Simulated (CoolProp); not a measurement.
Properties of R123 along the isotherm 440.9 K.

Computed with CoolProp (reference Helmholtz-energy equation of state, Younglove 1994). It is a modified Benedict-Webb-Rubin equation, recast in Helmholtz form.

| p (MPa) | phase | density (kg/m³) | cv (kJ/(kg K)) | speed of sound (m/s) | Joule-Thomson coefficient (K/MPa) | viscosity (µPa s) |
|---|---|---|---|---|---|---|
| 3.05 | liquid | 932.6 | 0.8583 | 176.6 | 2.453 | 88.9 |
| 6.1 | liquid | 1036 | 0.8356 | 271.2 | 0.8042 | 112 |
| 9.15 | liquid | 1087 | 0.8279 | 326.5 | 0.3980 | 126 |
| 12.2 | liquid | 1124 | 0.8240 | 368.6 | 0.1953 | 138 |
| 15.3 | liquid | 1153 | 0.8218 | 404.1 | 0.06855 | 149 |
| 18.3 | liquid | 1176 | 0.8206 | 433.8 | -0.01593 | 159 |
| 21.4 | liquid | 1197 | 0.8200 | 461.1 | -0.08027 | 168 |
| 24.4 | liquid | 1215 | 0.8198 | 485.1 | -0.1283 | 177 |
| 27.5 | liquid | 1232 | 0.8199 | 507.7 | -0.1678 | 186 |
| 30.5 | liquid | 1247 | 0.8202 | 528.0 | -0.1990 | 195 |
| 33.6 | liquid | 1261 | 0.8207 | 547.6 | -0.2259 | 203 |
| 36.6 | liquid | 1273 | 0.8212 | 565.5 | -0.2480 | 212 |

Viscosity comes from a separate model (Tanaka 1996).
